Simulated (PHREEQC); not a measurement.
0.41 g of hydrous ferric oxide (600 m²/g; 0.2 weak and 0.005 strong sites per Fe, Dzombak-Morel constants, diffuse double layer) in 1 kg of water with 0.01 mol/kgw of an inert sodium salt, at 25 °C; the pH is set by adding NaOH or the inert anion's acid. Oxygen alone is held at its pressure in air (log pO2 = -0.68). No CO2 enters from the air. Nothing may precipitate in this run.

Equilibrium calculation in PHREEQC: ion-association model, wateq4f.dat.

Question: Predict surface charge σ (C/m²), surface potential ψ (mV) at pH = 3, 4.33, 5.

Answer: 
```
pH    surface charge σ (C/m²)  surface potential ψ (mV)
----  -----------------------  ------------------------
3                       0.325                       203
4.33                    0.179                       175
5                       0.114                       152
```

Complexes and solids missing from the database can't appear. The oxide is taken as insoluble; below pH 4 it would dissolve.
